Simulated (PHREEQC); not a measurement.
PHREEQC input (ion-association model, wateq4f.dat):

```
SOLUTION_MASTER_SPECIES
  An  An-  0  An  62.0  # stands for a non-complexing anion
SOLUTION_SPECIES
  An- = An-
    -log_k 0
    -gamma 3.0 0
PHASES
  Fix_H+
    H+ = H+
    -log_k 0
SOLUTION 1
  temp 25
  units mmol/kgw
  pH 7 charge
  Cl 0.013
  Ca 0.0065
  S(6) 0.038
  Ag 0.076
  Na 50
  An 50
END
SELECTED_OUTPUT 1
  -reset false
  -pH true
  -pe true
  -ionic_strength true
  -water true
  -totals Ag Ca Cl Na S S(-2) S(6)
  -molalities Hfo_wOH Hfo_wOH2+ Hfo_wO- Hfo_sOH Hfo_sOH2+ Hfo_sO- Hfo_sOAg Hfo_wOAg Hfo_sOHCa+2 Hfo_wOCa+
    Hfo_wSO4- Hfo_wOHSO4-2
  -saturation_indices Gypsum Portlandite Cerargyrite Ag2O Ag2SO4 Halite Mirabilite
USER_PUNCH 1
  -headings sigma psi
  10 PUNCH EDL("sigma", "Hfo"), EDL("psi", "Hfo")
PRINT
  -reset false
USE solution 1
SURFACE 1
  Hfo_wOH 0.00220225 600 0.98
  Hfo_sOH 5.50562e-05
EQUILIBRIUM_PHASES 1
  Fix_H+ -4 HAn 10
    -force_equality true
  O2(g) -0.68 10
END
# ... the last block is repeated for the other 12 points of pH, with NaOH or the acid as the point needs
```

Selected output (columns that matter, 13 of 13 rows; pH added in front):

```
pH	mu	Ag	Ca	Na	S	m_Hfo_wOH	si_Gypsum	si_Portlandite	si_Cerargyrite	si_Ag2O	si_Halite	si_Mirabilite	sigma	psi
4	0.05108	7.5875e-05	6.5e-06	0.05	5.3844e-08	0.00041609	-8.5922	-20.316	0.5227	-13.006	-7.983	-9.3224	0.28518	0.15778
4.5	0.050835	7.5331e-05	6.4999e-06	0.05	1.0954e-07	0.00071786	-8.2812	-19.316	0.5201	-12.011	-7.9825	-9.0116	0.23126	0.14719
5	0.050636	7.3189e-05	6.4998e-06	0.05	2.9737e-07	0.0010211	-7.8461	-18.315	0.5088	-11.036	-7.9812	-8.5767	0.17484	0.13304
5.5	0.050471	6.7039e-05	6.4991e-06	0.05	1.0143e-06	0.0012697	-7.3124	-17.315	0.4738	-10.113	-7.978	-8.0431	0.12494	0.11614
6	0.050338	5.5629e-05	6.4964e-06	0.05	3.9429e-06	0.001448	-6.7223	-16.315	0.3985	-9.2746	-7.9722	-7.4529	0.085059	0.097072
6.5	0.050241	4.2261e-05	6.4871e-06	0.05	1.3644e-05	0.0015696	-6.1835	-15.316	0.2857	-8.5135	-7.9655	-6.9134	0.055292	0.076488
7	0.050175	3.0932e-05	6.455e-06	0.05	2.8586e-05	0.0016458	-5.8643	-14.318	0.1559	-7.7847	-7.9597	-6.5919	0.033505	0.054624
7.5	0.05012	2.2216e-05	6.3183e-06	0.05	3.6139e-05	0.0016771	-5.7716	-13.327	0.0165	-7.0724	-7.9552	-6.4899	0.016714	0.030817
8	0.050116	1.4474e-05	5.6244e-06	0.050046	3.7729e-05	0.0016821	-5.8035	-12.378	-0.1656	-6.4447	-7.9508	-6.4703	0.0028961	0.0056545
8.5	0.050157	7.5505e-06	3.1738e-06	0.050142	3.7963e-05	0.0016728	-6.0495	-11.626	-0.4448	-6.0102	-7.9464	-6.4662	-0.010313	-0.019683
9	0.05021	3.0677e-06	7.4328e-07	0.050253	3.7995e-05	0.0016513	-6.6799	-11.257	-0.834	-5.7931	-7.9432	-6.4641	-0.025656	-0.044407
9.5	0.050297	1.0806e-06	1.1343e-07	0.050405	3.7999e-05	0.0016095	-7.4968	-11.074	-1.287	-5.7011	-7.9409	-6.4619	-0.045798	-0.067888
10	0.050464	3.6969e-07	1.7259e-08	0.050656	3.7999e-05	0.0015273	-8.3158	-10.892	-1.7551	-5.6377	-7.9386	-6.4584	-0.073018	-0.089574
```

Along this series the solution becomes supersaturated in solids that the run did not let form, among them Cerargyrite. Species that the database lacks are ignored.
